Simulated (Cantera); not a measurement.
Input: 1 mol CS2, 0.086 mol O2, held at 1425 K and 750 Torr.

These are equilibrium values from Cantera (NASA tables, ideal gas, pure condensed phases), not measurements of a reactor. Candidate condensed phases: C, S; 22 gas species. Rates play no part.

Base state: CS2 0.709, S2 0.143, CO 0.138, COS 0.00913, CS 0.000223, CO2 2.79e-5 (mole fractions); condensed: gas only.

Q: What changes in the equilibrium state with this change: 0.022 mol H2S added?

A: 
```
species   before     after
-------  -------  --------
CS2        0.709     0.694
S2         0.143     0.143
CO         0.138     0.135
H2S            0    0.0122
H2             0   0.00607
SH             0  0.000349
CO2      2.79e-5   2.73e-5
COS      0.00913   0.00893
```
Further candidate phases: C6H6, C7H8, C8H18, H2O, H2SO4.

Q: What changes in the equilibrium state with this change: O2 from 0.086 to 0.61 mol?

A: 
```tsv
species	before	after
S2	0.143	0.486
CO	0.138	0.351
CO2	2.79e-5	0.115
CS2	0.709	0.00378
COS	0.00913	0.0428
SO2	<1e-9	0.000461
S2O	1.15e-7	0.000635
SO	3.09e-8	9.23e-5
```
